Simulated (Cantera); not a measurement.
Stirred combustor or abatement burner

A perfectly stirred reactor is fed with C₃H₈ : O₂ : N₂ = 1 : 3.57 : 13.4 (molar parts), at 6.60 bar; it is adiabatic with a 750 K inlet, and is followed from long to short residence time, starting on the burning branch (τ in s: 0.072, 0.039, 0.021, 0.012, 0.0063, 0.0034, 0.0019, 0.001, 0.00055, 0.0003, 0.00016, 8.9e-05).

Computed with Cantera and GRI-Mech 3.0 (53 species, 325 reactions). GRI-Mech 3.0 was tuned for natural gas; its chemistry of propane as a main component is partial and can be far from experiment.

```csv
τ (s),T (K),x C₃H₈,x O₂,x CH₄,x C₂H,x OH,x CH₂O
0.072,2380,5.87e-8,3.40e-5,6.69e-6,1.66e-8,0.000781,2.68e-7
0.039,2379,1.06e-7,4.63e-5,1.09e-5,2.91e-8,0.000825,4.57e-7
0.021,2377,1.89e-7,6.68e-5,1.70e-5,5.04e-8,0.000891,7.71e-7
0.012,2375,3.15e-7,9.61e-5,2.42e-5,8.10e-8,0.000974,1.22e-6
0.0063,2372,5.62e-7,0.000149,3.46e-5,1.36e-7,0.00110,2.01e-6
0.0034,2367,9.62e-7,0.000228,4.69e-5,2.19e-7,0.00126,3.19e-6
0.0019,2362,1.58e-6,0.000343,6.11e-5,3.37e-7,0.00144,4.88e-6
0.0010,2356,2.73e-6,0.000539,8.15e-5,5.34e-7,0.00167,7.77e-6
0.00055,2347,4.54e-6,0.000826,0.000108,8.17e-7,0.00191,1.20e-5
0.00030,2337,7.68e-6,0.00129,0.000148,1.26e-6,0.00214,1.88e-5
0.00016,2323,1.35e-5,0.00208,0.000215,1.99e-6,0.00236,3.06e-5
8.9e-5,2305,2.36e-5,0.00333,0.000318,3.05e-6,0.00250,4.93e-5
```
x: mole fraction; the columns are a selection and need not sum to one.
